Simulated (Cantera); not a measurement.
# Adiabatic ignition

An adiabatic, constant-volume homogeneous reactor starts with 6.38 % CH4, 19.6 % O2, 74.0 % N2, at 1325 K and 3600 Torr.

Computed with Cantera and GRI-Mech 3.0 (53 species, 325 reactions).

```csv
t (s),T (K),P (bar),x CH4,x O2,x C2H6,x CH3,x CO
5.00e-6,1325,4.80,0.0638,0.196,7.58e-12,1.33e-7,1.51e-12
2.26e-5,1325,4.80,0.0638,0.196,9.00e-10,7.11e-7,1.60e-10
0.000103,1325,4.80,0.0638,0.196,2.37e-7,6.02e-6,2.99e-8
0.000464,1326,4.80,0.0635,0.196,4.12e-5,2.81e-5,9.95e-6
0.00210,2745,10.1,<1e-12,0.0644,<1e-12,<1e-12,0.00821
0.00952,2729,9.99,<1e-12,0.0603,<1e-12,<1e-12,0.00799
0.0431,2729,9.99,<1e-12,0.0603,<1e-12,<1e-12,0.00799
0.195,2729,9.99,<1e-12,0.0603,<1e-12,<1e-12,0.00799
0.883,2729,9.99,<1e-12,0.0603,<1e-12,<1e-12,0.00799
4.00,2729,9.99,<1e-12,0.0603,<1e-12,<1e-12,0.00799
```
x: mole fraction; the columns are a selection and need not sum to one.

```json
{
 "time_of_steepest_temperature_rise": "1.76 ms",
 "temperature at 4.00 s": "2729 K",
 "equilibrium_temperature": "2729 K",
 "x(CH4) at 4.00 s": "<1e-12 (gas-phase equilibrium <1e-12)",
 "x(O2) at 4.00 s": "0.0603 (gas-phase equilibrium 0.0603)",
 "x(C2H6) at 4.00 s": "<1e-12 (gas-phase equilibrium <1e-12)"
}
```
